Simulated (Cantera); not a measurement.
Stirred combustor or abatement burner

A perfectly stirred reactor is fed with CH4 : O2 : N2 : CO2 = 1 : 3.03 : 11.4 : 2.7 (molar parts), at 500000 Pa; it is adiabatic with a 400 K inlet, and is followed from long to short residence time, starting on the burning branch (τ in s: 0.17, 0.071, 0.03, 0.012, 0.0052, 0.0022, 0.00091, 0.00038, 0.00016, 6.6e-05).

Model: GRI-Mech 3.0 (53 species, 325 reactions), integrated in Cantera.

```
τ (s)    T (K)     x CH4    x O2  x CO2   x H2O2      x OH
-------  -----  --------  ------  -----  -------  --------
0.17      1572   1.32e-5  0.0569  0.204  8.13e-8  0.000158
0.071     1571   2.47e-5  0.0570  0.204  1.22e-7  0.000193
0.030     1567   4.64e-5  0.0572  0.203  1.84e-7  0.000232
0.012     1561   9.44e-5  0.0577  0.202  2.87e-7  0.000274
0.0052    1548  0.000196  0.0586  0.201  4.48e-7  0.000293
0.0022    1499  0.000653  0.0623  0.194  1.09e-6  0.000202
0.00091    400    0.0552   0.167  0.149   <1e-12    <1e-12
0.00038    400    0.0552   0.167  0.149   <1e-12    <1e-12
0.00016    400    0.0552   0.167  0.149   <1e-12    <1e-12
6.6e-5     400    0.0552   0.167  0.149   <1e-12    <1e-12
```
x: mole fraction; the columns are a selection and need not sum to one.
